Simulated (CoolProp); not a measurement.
Computed with CoolProp (reference Helmholtz-energy equation of state, Younglove 1994). It is a modified Benedict-Webb-Rubin equation, recast in Helmholtz form.

Q: For R123, give the phase and the Joule-Thomson coefficient (K/MPa), isothermal compressibility (1/MPa), Prandtl number at 327.2 K and 2.86 MPa; 327.2 K and 4.01 MPa.

A: 
- 327.2 K and 2.86 MPa: liquid; Joule-Thomson coefficient -0.255, isothermal compressibility 0.00272, Prandtl number 4.72
- 327.2 K and 4.01 MPa: liquid; Joule-Thomson coefficient -0.264, isothermal compressibility 0.00263, Prandtl number 4.76

Viscosity comes from a separate model (Tanaka 1996). Thermal conductivity comes from a separate model (Laesecke 1996).
